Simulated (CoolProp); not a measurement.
A simple Rankine cycle with n-hexane: condensing at 319.15 K, boiler at 1.38 MPa, turbine inlet 461.7 K, turbine efficiency 0.8, pump efficiency 0.7, no recuperator. Each further row changes one setting.

Values from CoolProp's reference Helmholtz-energy equation of state, Thol 2019.

```tsv
case	thermal efficiency (%)	net work (kJ/kg)	heat in (kJ/kg)	turbine exit temperature (K)	volume ratio over the turbine
as stated	16.1	…	602	397.8	35.1
turbine inlet 481.7 K	15.8	104	…	420.3	…
condensing temperature 311.15 K	17.0	106	621	…	47.2
boiler pressure 0.966 MPa	14.8	91.6	621	…	22.0
turbine efficiency 0.7	14.0	…	602	403.6	35.6
```

Problem. Complete the blanks.

Solution. 
- as stated, net work (kJ/kg): 96.9
- turbine inlet 481.7 K, heat in (kJ/kg): 658
- turbine inlet 481.7 K, volume ratio over the turbine: 33.1
- condensing temperature 311.15 K, turbine exit temperature (K): 393.4
- boiler pressure 0.966 MPa, turbine exit temperature (K): 408.8
- turbine efficiency 0.7, net work (kJ/kg): 84.4
